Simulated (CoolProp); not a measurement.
Values from CoolProp's reference Helmholtz-energy equation of state, Lemmon 2006. It is a short technical equation, of lower accuracy than the large ones.

Question: For C3F8 (R218), give the phase and the cv (kJ/(kg K)), conductivity (mW/(m K)) at 156.65 °C and 0.0292 MPa; 103.15 °C and 0.525 MPa; 73.35 °C and 0.0723 MPa.

Answer: 
- 156.65 °C and 0.0292 MPa: gas; cv 0.917, conductivity 23.8
- 103.15 °C and 0.525 MPa: gas; cv 0.861, conductivity 19.2
- 73.35 °C and 0.0723 MPa: gas; cv 0.816, conductivity 16.4

Thermal conductivity comes from a separate model (Huber 2003), an estimate that may be off by 10 % or more.
